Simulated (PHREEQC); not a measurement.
A solution holds 27 mmol/kgw HNO3 and 100 mmol/kgw Fe(NO3)3, at 25 °C. Closed to the air; pH follows from the charge balance.

All values are PHREEQC results (ion-association model, phreeqc.dat), not measurements.

This is a speciation only: nothing precipitates in the calculation.

Problem. Estimate the pH.

Solution. pH 1.47.

Problem. In which forms is Fe present?

Solution. Fe+3 82 %, Fe2(OH)2+4 11 %, FeOH+2 6.4 %, Fe3(OH)4+5 0.6 % of the Fe.

The solution is supersaturated, for example in Hematite (slow to form), Goethite (slow to form), so a real one may precipitate; this is no full list.
